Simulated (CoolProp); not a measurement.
Saturation properties of C2F6 (R116) (Tc = 293.0 K, pc = 30.48 bar, ω = 0.257).

Values from CoolProp's reference Helmholtz-energy equation of state, Lemmon 2006. It is a short technical equation, of lower accuracy than the large ones.

```
T (K)  p (bar)  vapour density (kg/m³)  liquid cp (kJ/(kg K))
-----  -------  ----------------------  ---------------------
197.1      ___                   9.997                 0.9470
204.2    1.615                   14.01                    ___
211.3    2.247                   19.17                 0.9864
218.4      ___                     ___                  1.009
225.5    4.060                   33.95                  1.034
232.6    5.297                   44.18                  1.063
239.8      ___                   57.06                    ___
246.9    8.616                   72.82                    ___
```

Question: Some entries are withheld; supply them.

Answer: 
- 197.1, p (bar): 1.129
- 204.2, liquid cp (kJ/(kg K)): 0.9659
- 218.4, p (bar): 3.053
- 218.4, vapour density (kg/m³): 25.72
- 239.8, p (bar): 6.819
- 239.8, liquid cp (kJ/(kg K)): 1.097
- 246.9, liquid cp (kJ/(kg K)): 1.137

It boils at 195.1 K under 1 atm.
